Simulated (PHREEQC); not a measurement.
A made-up water analysis in mg/kgw, 25 °C, pH 7.02, pe 10:

```csv
constituent,mg/kgw
Na,60.4
K,0.607
Ca,32.2
Mg,16.1
Cl,102
S(6) as SO4,35.8
Alkalinity as HCO3,120
F,0.0172
```

Valence states are taken as typed.

Equilibrium calculation in PHREEQC: ion-association model, phreeqc.dat.

Precipitation was switched off in this run.

### Question
What specific conductance, charge-balance error does the model give?

### Answer
specific conductance 597 µS/cm; charge-balance error -0.1 %.

### Question
In which forms is Mg present?

### Answer
Mg+2 95 %, MgSO4 3.6 %, MgHCO3+ 1.5 % of the Mg.
